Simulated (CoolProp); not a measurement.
Vapour-liquid equilibrium of propane (1) + R114 (2) at 33.35 °C; x and y are mole fractions of (1).

Values from CoolProp's multi-fluid Helmholtz-energy mixture model, Lemmon 2009 and Platzer 1990; pair parameters Bell 2016. This equation is an older, rougher fit; its heat capacities, sound speeds and derivatives of the liquid may be far off and weren't checked against measurements.

Give the bubble pressure and the first vapour's composition at x = 0.2, 0.35, 0.5. Is there an azeotrope?

x = 0.2: 500.2 kPa, y = 0.515; x = 0.35: 640.9 kPa, y = 0.669; x = 0.5: 767.7 kPa, y = 0.768. No azeotrope shows between x = 0.05 and 0.95.

The pair parameters rest on a limited set of measurements; away from them the model extrapolates.
